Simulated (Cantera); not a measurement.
An adiabatic, constant-pressure homogeneous reactor starts with CO : H2 : CH4 : O2 : N2 = 1 : 0.059 : 0.063 : 0.345 : 1.3 (molar parts), equivalence ratio 1.9, at 1823 K and 2.00 bar.

Cantera simulation using GRI-Mech 3.0 (53 species, 325 reactions); the numbers are that mechanism's predictions, not measurements.

Q: Predict: time of steepest temperature rise; temperature at 0.200 s; equilibrium temperature; x(CO) at 0.200 s; x(H2) at 0.200 s; x(HCN) at 0.200 s.

A: 
```
Quantity                                                            Result
---------------------------------  ---------------------------------------
time of steepest temperature rise                                  14.7 µs
temperature at 0.200 s                                              2954 K
equilibrium temperature                                             2954 K
x(CO) at 0.200 s                       0.263 (gas-phase equilibrium 0.263)
x(H2) at 0.200 s                     0.0119 (gas-phase equilibrium 0.0119)
x(HCN) at 0.200 s                  2.12e-8 (gas-phase equilibrium 2.12e-8)
```
